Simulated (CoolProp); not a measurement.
R124 along the isobar 7.84 bar: density (kg/m³) from the reference equation and from simpler models built on Tc = 122.3 °C, pc = 36.24 bar, ω = 0.288; each cubic takes its own stable root.

Computed with CoolProp (reference Helmholtz-energy equation of state, de Vries 1995).

```json
[
 {"T (°C)": "-22.75", "phase": "liquid", "reference": "[?]", "Redlich-Kwong": "1332", "Soave-Redlich-Kwong": "1383"},
 {"T (°C)": "-12.55", "phase": "liquid", "reference": "1477", "Redlich-Kwong": "[?]", "Soave-Redlich-Kwong": "1355"},
 {"T (°C)": "-2.25", "phase": "liquid", "reference": "1446", "Redlich-Kwong": "1269", "Soave-Redlich-Kwong": "1325"},
 {"T (°C)": "7.95", "phase": "liquid", "reference": "1414", "Redlich-Kwong": "1234", "Soave-Redlich-Kwong": "1293"},
 {"T (°C)": "18.15", "phase": "liquid", "reference": "1381", "Redlich-Kwong": "1198", "Soave-Redlich-Kwong": "1258"},
 {"T (°C)": "28.35", "phase": "liquid", "reference": "1346", "Redlich-Kwong": "1158", "Soave-Redlich-Kwong": "[?]"},
 {"T (°C)": "38.65", "phase": "liquid", "reference": "1308", "Redlich-Kwong": "49.48", "Soave-Redlich-Kwong": "1179"},
 {"T (°C)": "48.85", "phase": "liquid", "reference": "1268", "Redlich-Kwong": "46.96", "Soave-Redlich-Kwong": "1133"},
 {"T (°C)": "59.05", "phase": "gas", "reference": "45.99", "Redlich-Kwong": "44.76", "Soave-Redlich-Kwong": "45.39"},
 {"T (°C)": "69.25", "phase": "gas", "reference": "[?]", "Redlich-Kwong": "42.81", "Soave-Redlich-Kwong": "43.26"},
 {"T (°C)": "79.45", "phase": "gas", "reference": "41.61", "Redlich-Kwong": "41.06", "Soave-Redlich-Kwong": "41.37"}
]
```

Question: What belongs in the gaps?

Answer: 
- -22.75, reference: 1507
- -12.55, Redlich-Kwong: 1301
- 28.35, Soave-Redlich-Kwong: 1220
- 69.25, reference: 43.62

At some of these states Redlich-Kwong gives the other phase, because its saturation line lies elsewhere.
